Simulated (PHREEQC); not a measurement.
Consider water at 25 °C with 0.0052 mol/kgw ZnSO4, 0.024 mol/kgw NaOH and 0.132 mol/kgw H2SO4. Closed to the air; pH follows from the charge balance.

Model: ion-association model, phreeqc.dat, run in PHREEQC.

Precipitation was switched off in this run.

Estimate the pH, specific conductance, ionic strength.

pH 0.97; specific conductance 44700 µS/cm; ionic strength 0.192 mol/kgw.

In which forms is Zn present?

Zn+2 61 %, ZnSO4 32 %, Zn(SO4)2-2 6.8 % of the Zn.

Complexes and solids missing from the database can't appear.
